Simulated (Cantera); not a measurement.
A Cantera script and its output.

```python
import numpy as np
import cantera as ct

gas = ct.Solution("gri30.yaml")
gas.TPX = 1600, 101325, {'CH4': 2, 'N2': 5.7}
reactor = ct.IdealGasConstPressureReactor(gas, energy="off", clone=False)
net = ct.ReactorNet([reactor])
net.rtol, net.atol = 1e-08, 1e-18
show = ['CH4', 'CH3', 'C2H2', 'H', 'C2H4', 'C2H6', 'H2']
times = np.geomspace(0.0003, 3, 9)

steps = ct.SolutionArray(gas, extra=["t"])
rows = []
print(f"{'t/s':>10s}{'T/K':>9s}{'P/Pa':>11s}" + "".join(f"{s:>11s}" for s in show))
for t in times:
    while net.time < t:
        t_next = net.step()
        steps.append(gas.state, t=t_next)
    rows.append([np.interp(t, steps.t, y) for y in (steps.T, steps.P, *steps(*show).X.T)])
    print(f"{t:10.3e}{rows[-1][0]:9.1f}{rows[-1][1]:11.4g}" + "".join(f"{x:11.3e}" for x in rows[-1][2:]))
rate = np.gradient(steps.T, steps.t)
print("integrator steps:", len(steps.t))
if steps.T.max() > steps.T[0] + 200:
    print(f"time of steepest temperature rise: {steps.t[rate.argmax()]:.4e} s")
gas.TPX = 1600, 101325, {'CH4': 2, 'N2': 5.7}
gas.equilibrate("TP")
print(f"equilibrium (TP): T = {gas.T:.1f} K  " + "  ".join(f"{s} {gas[s].X[0]:.3e}" for s in show))
```

Output:

```
       t/s      T/K       P/Pa        CH4        CH3       C2H2          H       C2H4       C2H6         H2
 3.000e-04   1600.0  1.013e+05  2.592e-01  2.379e-04  2.726e-07  1.769e-07  3.090e-05  7.689e-05  2.588e-04
 9.487e-04   1600.0  1.013e+05  2.578e-01  3.773e-04  1.266e-05  3.711e-07  3.093e-04  3.943e-04  1.241e-03
 3.000e-03   1600.0  1.013e+05  2.507e-01  5.407e-04  4.512e-04  1.311e-06  2.339e-03  9.910e-04  7.298e-03
 9.487e-03   1600.0  1.013e+05  2.255e-01  4.808e-04  7.234e-03  4.198e-06  6.156e-03  7.778e-04  3.503e-02
 3.000e-02   1600.0  1.013e+05  1.772e-01  3.259e-04  2.921e-02  8.906e-06  3.484e-03  3.287e-04  9.509e-02
 9.487e-02   1600.0  1.013e+05  1.109e-01  1.940e-04  5.702e-02  1.528e-05  2.105e-03  1.059e-04  1.755e-01
 3.000e-01   1600.0  1.013e+05  4.966e-02  9.135e-05  8.113e-02  2.258e-05  2.445e-03  2.206e-05  2.483e-01
 9.487e-01   1600.0  1.013e+05  1.969e-02  3.945e-05  9.260e-02  2.801e-05  2.956e-03  5.154e-06  2.837e-01
 3.000e+00   1600.0  1.013e+05  1.497e-02  3.073e-05  9.439e-02  2.925e-05  3.055e-03  3.795e-06  2.893e-01
integrator steps: 1479
equilibrium (TP): T = 1600.0 K  CH4 1.136e-02  CH3 2.312e-05  C2H2 5.175e-02  H 2.952e-05  C2H4 1.705e-03  C2H6 2.152e-06  H2 2.945e-01
```

Computed with Cantera and GRI-Mech 3.0 (53 species, 325 reactions). GRI-Mech 3.0 stops at C3 and has no aromatics, soot or wall deposition, so with more carbon than oxygen in the feed, carbon stays in small species such as C2H2 where larger ones or solid carbon would form.
